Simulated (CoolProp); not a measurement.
A single-stage vapour-compression cycle with chlorine: evaporating at 304.15 K (dew point), condensing at 347.15 K (bubble point), superheat 8 K, subcooling 2 K, compressor efficiency 0.8, no pressure losses. Each further row changes one setting.

Model: reference Helmholtz-energy equation of state, Thol 2021, in CoolProp.

| case | cooling COP | pressure ratio | discharge temperature (K) | refrigerating effect (kJ/kg) | volumetric capacity (kJ/m³) |
|---|---|---|---|---|---|
| as stated | [?] | 2.65 | 412.6 | 205 | 5710 |
| evaporating temperature 309.15 K | 5.39 | 2.33 | 404.2 | 206 | 6480 |
| condensing temperature 342.15 K | 5.33 | [?] | 401.2 | 210 | 5860 |
| subcooling 7 K | [?] | 2.65 | 412.6 | 210 | 5860 |
| superheat 18 K | 4.53 | 2.65 | [?] | 211 | 5610 |
| compressor efficiency 0.7 | [?] | 2.65 | 422.9 | 205 | 5710 |

Task: Fill in the missing entries.

Result: 
- as stated, cooling COP: 4.61
- condensing temperature 342.15 K, pressure ratio: 2.39
- subcooling 7 K, cooling COP: 4.73
- superheat 18 K, discharge temperature (K): 425.6
- compressor efficiency 0.7, cooling COP: 4.03
